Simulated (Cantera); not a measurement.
Hydrocarbon pyrolysis for carbon deposition

An isothermal, constant-pressure homogeneous reactor starts with CH4 : N2 = 1 : 8.4 (molar parts), at 1650 K and 0.000340 bar.

Cantera simulation using GRI-Mech 3.0 (53 species, 325 reactions); the numbers are that mechanism's predictions, not measurements. GRI-Mech 3.0 stops at C3 and has no aromatics, soot or wall deposition, so with more carbon than oxygen in the feed, carbon stays in small species such as C2H2 where larger ones or solid carbon would form. Radical loss at walls, strong at low pressure, is not modelled.

```
t (s)      x CH4      x H2    x C2H2    x C2H4     x C2H       x H
--------  ------  --------  --------  --------  --------  --------
6.00e-6    0.106  4.09e-12    <1e-12    <1e-12    <1e-12   1.30e-9
2.10e-5    0.106  5.00e-11    <1e-12    <1e-12    <1e-12   4.52e-9
7.33e-5    0.106  5.99e-10    <1e-12    <1e-12    <1e-12   1.54e-8
0.000256   0.106   6.84e-9    <1e-12    <1e-12    <1e-12   4.90e-8
0.000896   0.106   6.83e-8    <1e-12    <1e-12    <1e-12   1.27e-7
0.00313    0.106   4.82e-7    <1e-12    <1e-12    <1e-12   2.01e-7
0.0110     0.106   2.18e-6    <1e-12  6.66e-11    <1e-12   2.10e-7
0.0383     0.106   8.15e-6  1.27e-11   4.20e-9    <1e-12   2.10e-7
0.134      0.106   2.94e-5   2.23e-9   2.00e-7    <1e-12   2.19e-7
0.468      0.106  0.000120   3.51e-7   8.60e-6  1.74e-12   3.31e-7
1.64       0.105   0.00117   5.45e-5  0.000326  3.83e-10   1.94e-6
5.72      0.0827    0.0271   0.00608   0.00405   3.35e-8   3.42e-5
20.0      0.0282     0.105    0.0345  0.000519   2.05e-7  0.000143
```
x: mole fraction; the columns are a selection and need not sum to one.

Equilibrium at this temperature and pressure: CH4 4.62e-7, H2 0.143, C2H2 0.0165, C2H4 5.80e-8, C2H 9.44e-7, H 0.00188 (gas phase only).
